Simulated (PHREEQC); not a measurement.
Model water analysis in mg/L, 25 °C, pH 6.8, pe 8.5: Na 1.35; K 0.263; Ca 1.9; Mg 1.95; Cl 1.42; S(6) as SO4 1.7; Alkalinity as HCO3 15.5; Ba 0.0113; N(5) as NO3 0.0137; Li 0.0645; O(0) (dissolved oxygen) 0.272; Sr 0.827.

Valence states are taken as typed.

All values are PHREEQC results (ion-association model, phreeqc.dat), not measurements.

```json
{
 "ionic_strength": "0.000492 mol/kgw",
 "charge_balance_error": "2.9 %"
}
```

```tsv
species	molality	activity	log γ
HCO3-	0.000253	0.000247	-0.011
CO2	8.81e-5	8.81e-5	0.000
Mg+2	7.97e-5	7.21e-5	-0.043
Na+	5.87e-5	5.73e-5	-0.011
Ca+2	4.71e-5	4.26e-5	-0.044
Cl-	4.00e-5	3.91e-5	-0.011
SO4-2	1.73e-5	1.56e-5	-0.044
Sr+2	9.38e-6	8.48e-6	-0.044
Li+	9.29e-6	9.07e-6	-0.011
O2	8.50e-6	8.50e-6	0.000
```

Precipitation was switched off in this run.
